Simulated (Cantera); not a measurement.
An adiabatic, constant-pressure homogeneous reactor starts with 7.95 % CH₄, 0.644 % C₂H₆, 0.565 % C₃H₈, 19.1 % O₂, 71.7 % N₂, equivalence ratio 1.1, at 1250 K and 0.600 bar.

Cantera simulation using GRI-Mech 3.0 (53 species, 325 reactions); the numbers are that mechanism's predictions, not measurements.

Predict: time of steepest temperature rise; temperature at 0.800 s; equilibrium temperature; x(HO₂) at 0.800 s; x(OH) at 0.800 s; x(NO) at 0.800 s.


```json
{
  "time_of_steepest_temperature_rise": "4.30 ms",
  "temperature at 0.800 s": "2632 K",
  "equilibrium_temperature": "2632 K",
  "x(HO₂) at 0.800 s": "2.36e-6 (gas-phase equilibrium 2.36e-6)",
  "x(OH) at 0.800 s": "0.0146 (gas-phase equilibrium 0.0146)",
  "x(NO) at 0.800 s": "0.00604 (gas-phase equilibrium 0.00604)"
}
```
